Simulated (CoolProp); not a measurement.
Vapour-liquid equilibrium of n-pentane (1) + cyclohexane (2) at 382.8 K; x and y are mole fractions of (1).

Values from CoolProp's multi-fluid Helmholtz-energy mixture model, Thol 2019 and Zhou 2014; pair parameters Bell 2016.

Task: Give the bubble pressure and the first vapour's composition at x = 0.05, 0.65, 0.95. Is there an azeotrope?

Result: x = 0.05: 0.2521 MPa, y = 0.147; x = 0.65: 0.5547 MPa, y = 0.831; x = 0.95: 0.7059 MPa, y = 0.979. No azeotrope shows between x = 0.05 and 0.95.

Pair parameters are fitted to limited data, so mixtures are less certain than the pure fluids.
